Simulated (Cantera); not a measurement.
Feed: 1 mol Si₃N₄, 1 mol Cl₂, 34 mol H₂, 2.8 mol HCl, at 1.00 bar.

Method: chemical equilibrium by Gibbs-energy minimisation in Cantera with the NASA 1993 tables (ideal gas, pure condensed phases). Candidate condensed phases: NH₄Cl, Si, Si₃N₄; 28 gas species. The tables' values for SiCl₃ are old estimates; treat these amounts as uncertain. Equilibrium is a limit: real reactors are often held back by kinetics, nucleation or transport.

Problem. At 1475 K, list the 5 most abundant gas species with their mole fractions, and the condensed phases.

Solution. H₂ 0.878, HCl 0.115, N₂ 0.00302, SiCl₂ 0.00211, SiCl₄ 0.000923. Condensed: Si₃N₄(s).
